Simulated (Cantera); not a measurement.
Mixture: CH₄ : H₂ : O₂ : N₂ = 1 : 0.28 : 4.2 : 29.4 (molar parts), at 10.0 bar, adiabatic and at constant volume. Ignition delay is the time to a rise of 400 K.

Model: GRI-Mech 3.0 (53 species, 325 reactions), integrated in Cantera.

Task: Predict: delay at 1200 K; delay at 1300 K; delay at 1400 K; delay at 1500 K; delay at 1600 K; delay at 1700 K; apparent activation energy between 1500 and 1700 K.

Result: 
- delay at 1200 K = 0.994 ms
- delay at 1300 K = 0.394 ms
- delay at 1400 K = 0.180 ms
- delay at 1500 K = 87.0 µs
- delay at 1600 K = 44.1 µs
- delay at 1700 K = 23.5 µs
- apparent activation energy between 1500 and 1700 K = 140 kJ/mol
